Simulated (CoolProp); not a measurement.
Cyclopentane at several states: fugacity coefficient from the reference equation and from simpler models built on Tc = 511.7 K, pc = 45.83 bar, ω = 0.202; each cubic takes its own stable root.

The numbers come from the reference Helmholtz-energy equation of state, Gedanitz 2015 in CoolProp.

```tsv
T (K)	p (bar)	phase	reference
267.5	5.55	liquid	0.01969
382.4	142	liquid	0.05156
522.9	0.493	gas	0.9965
302.3	1.02	liquid	0.4786
372.5	2.3	gas	0.9514
335.3	0.685	gas	0.9798
```

Q: How far does each simpler model (Redlich-Kwong, Soave-Redlich-Kwong) lie from the reference over these 6 states: mean and median of the absolute difference, and the worst?

A: 
- Redlich-Kwong: mean 28.0 %, median 17.1 %, worst +74.5 % at 267.5 K and 5.55 bar
- Soave-Redlich-Kwong: mean 1.6 %, median 1.2 %, worst +3.8 % at 382.4 K and 142 bar
